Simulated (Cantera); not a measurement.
# Thermodynamics of metals in furnace atmospheres, feed Ti + H2O + H2 + O2

A closed system holds: 1 mol Ti, 0.28 mol H2O, 120 mol H2, 0.055 mol O2, at 1275 °C and 13.3 mbar.

Cantera equilibrium calculation (NASA polynomials, part measured and part estimated; ideal gas, pure solids and liquids). Candidate condensed phases: H2O, Ti, TiO, TiO2, Ti2O3, Ti3O5, Ti4O7; 12 gas species. Mutual solubility and eutectic melting of coexisting phases are not modelled. TiO: taken at fixed stoichiometry. Condensed phases not in the tables: N, O or C dissolved in the metal. The numbers say what is thermodynamically allowed, not how fast it happens.

The x(H2) is 1.000. The x(H) is 0.000267. The n(Ti(β)) is 0.610 mol and the n(TiO(s)) is 0.390 mol. The gas amount comes out as 120.3 mol and the log10 activity of Ti2O3(s) (absent) comes out as -3.04. The log10 activity of Ti3O5(s) (absent) comes out as -6.86. The log10 activity of Ti4O7(s) (absent) is -11.06.
